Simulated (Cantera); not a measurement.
An isothermal, constant-pressure homogeneous reactor starts with CH₄ : N₂ = 1 : 140 (molar parts), at 1475 K and 0.133 bar. Integrator tolerance rtol = 1e-08.

Computed with Cantera and GRI-Mech 3.0 (53 species, 325 reactions). GRI-Mech 3.0 stops at C3 and has no aromatics, soot or wall deposition, so with more carbon than oxygen in the feed, carbon stays in small species such as C2H2 where larger ones or solid carbon would form.

### Question
What does this change do: N2 140 to 34 parts?

### Answer
| quantity | before | after |
|---|---|---|
| x(CH₄) at 20.0 s | 0.000981 (gas-phase equilibrium 2.24e-6) | 0.00413 (gas-phase equilibrium 6.17e-5) |
| x(C₂H) at 20.0 s | 1.57e-9 (gas-phase equilibrium 1.08e-10) | 2.91e-9 (gas-phase equilibrium 6.78e-10) |
| x(C₂H₆) at 20.0 s | 1.97e-7 (gas-phase equilibrium 1.45e-12) | 6.93e-7 (gas-phase equilibrium 2.81e-10) |
| x(H) at 20.0 s | 2.93e-6 (gas-phase equilibrium 3.67e-6) | 5.43e-6 (gas-phase equilibrium 7.29e-6) |
| x(C₂H₄) at 20.0 s | 3.95e-6 (gas-phase equilibrium 9.86e-8) | 2.83e-5 (gas-phase equilibrium 4.84e-6) |
| x(HCN) at 20.0 s | 2.32e-7 (gas-phase equilibrium 0.00665) | 8.26e-8 (gas-phase equilibrium 0.0229) |

### Question
What does this change do: temperature 1475 to 1900 K?

### Answer
```json
[
 {"quantity": "x(CH₄) at 20.0 s", "before": "0.000981 (gas-phase equilibrium 2.24e-6)", "after": "3.45e-8 (gas-phase equilibrium 4.30e-8)"},
 {"quantity": "x(C₂H) at 20.0 s", "before": "1.57e-9 (gas-phase equilibrium 1.08e-10)", "after": "9.68e-7 (gas-phase equilibrium 3.11e-8)"},
 {"quantity": "x(C₂H₆) at 20.0 s", "before": "1.97e-7 (gas-phase equilibrium 1.45e-12)", "after": "<1e-12 (gas-phase equilibrium <1e-12)"},
 {"quantity": "x(H) at 20.0 s", "before": "2.93e-6 (gas-phase equilibrium 3.67e-6)", "after": "0.000224 (gas-phase equilibrium 0.000224)"},
 {"quantity": "x(C₂H₄) at 20.0 s", "before": "3.95e-6 (gas-phase equilibrium 9.86e-8)", "after": "5.82e-8 (gas-phase equilibrium 1.87e-9)"},
 {"quantity": "x(HCN) at 20.0 s", "before": "2.32e-7 (gas-phase equilibrium 0.00665)", "after": "0.000112 (gas-phase equilibrium 0.00682)"}
]
```
